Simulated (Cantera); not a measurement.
A closed system holds: 1 mol B, 3.4 mol O₂, 32 mol N₂, at 34.0 Pa.

These are equilibrium values from Cantera (NASA tables, ideal gas, pure condensed phases), not measurements of a reactor. Candidate condensed phases: B, BN, B₂O₃; 17 gas species. Rates play no part.

Task: At 1148 K, list the 3 most abundant gas species with their mole fractions, and the condensed phases.

Result: N₂ 0.923, O₂ 0.0764, NO 8.43e-5. Condensed: B₂O₃(l).
